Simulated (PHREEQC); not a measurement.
0.034 g of hydrous ferric oxide (600 m²/g; 0.2 weak and 0.005 strong sites per Fe, Dzombak-Morel constants, diffuse double layer) in 1 kg of water with 0.001 mol/kgw of an inert sodium salt and 1.8e-07 mol/kgw NiCl2, at 25 °C; the pH is set by adding NaOH or the inert anion's acid. Oxygen is held at 0.21 atm. CO2 from the air is kept out. No solid was allowed to form.

All values are PHREEQC results (ion-association model, wateq4f.dat), not measurements.

| pH | Ni sorbed (%) | surface charge σ (C/m²) | surface potential ψ (mV) |
|---|---|---|---|
| 3 | 0.0 | 0.252 | 234 |
| 3.38 | 0.0 | 0.190 | 228 |
| 3.75 | 0.0 | 0.143 | 219 |
| 4.12 | 0.0 | 0.107 | 206 |
| 4.5 | 0.0 | 0.078 | 191 |
| 4.88 | 0.0 | 0.056 | 175 |
| 5.25 | 0.1 | 0.040 | [?] |
| 5.62 | 0.6 | 0.028 | 139 |
| 6 | 2.9 | 0.019 | 119 |
| 6.38 | 13.8 | [?] | 99 |
| 6.75 | 44.8 | 0.008 | 78 |
| 7.12 | 80.6 | 0.005 | 57 |
| 7.5 | 95.8 | 0.003 | 36 |
| 7.88 | 99.2 | 0.001 | 14 |
| 8.25 | 99.9 | -0.001 | -8 |
| 8.62 | 100.0 | [?] | -29 |
| 9 | 100.0 | -0.004 | -51 |

Q: Some entries are withheld; supply them.

A: 
- 5.25, surface potential ψ (mV): 157
- 6.38, surface charge σ (C/m²): 0.012
- 8.62, surface charge σ (C/m²): -0.002

The oxide is taken as insoluble; below pH 4 it would dissolve.
